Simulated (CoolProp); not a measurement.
Properties of CF4 (R14) along the isobar 0.248 MPa.

Model: reference Helmholtz-energy equation of state, Platzer 1990, in CoolProp. This equation is an older, rougher fit.

| T (K) | phase | Z | speed of sound (m/s) |
|---|---|---|---|
| 200.3 | gas | 0.9663 | … |
| 217.9 | gas | 0.9740 | 154.4 |
| 235.4 | gas | 0.9796 | 160.4 |
| 252.9 | gas | 0.9838 | 166.0 |
| 270.4 | gas | 0.9870 | 171.4 |
| 287.9 | gas | 0.9896 | … |
| 305.4 | gas | 0.9916 | … |
| 322.9 | gas | 0.9933 | 186.4 |
| 340.4 | gas | 0.9946 | 191.2 |
| 357.9 | gas | 0.9957 | 195.8 |
| 375.4 | gas | 0.9966 | 200.3 |
| 392.9 | gas | 0.9974 | 204.7 |
| 410.4 | gas | 0.9981 | 209.0 |

Question: Fill in the missing entries.

Answer: 
- 200.3, speed of sound (m/s): 148.1
- 287.9, speed of sound (m/s): 176.6
- 305.4, speed of sound (m/s): 181.6
